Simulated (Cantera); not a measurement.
Feed: 1 mol Cu, 6.2 mol HF, 0.34 mol N2, held at 8.50 Pa.

Equilibrium computed with Cantera from the NASA thermochemical tables; the gas is ideal and each condensed phase is pure. Candidate condensed phases: Cu, CuF2; 25 gas species. Rates play no part.

What share of the Cu ends up in condensed phases as a function of T (°C), at 700, 800, 900, 1000, 1100, 1200, 1300?


```
T (°C)  Cu condensed (%)     as
------  ----------------  -----
700                100.0  Cu(s)
800                100.0  Cu(s)
900                 99.7  Cu(s)
1000                98.4  Cu(s)
1100                90.8  Cu(l)
1200                49.4  Cu(l)
1300                 0.0      -
```
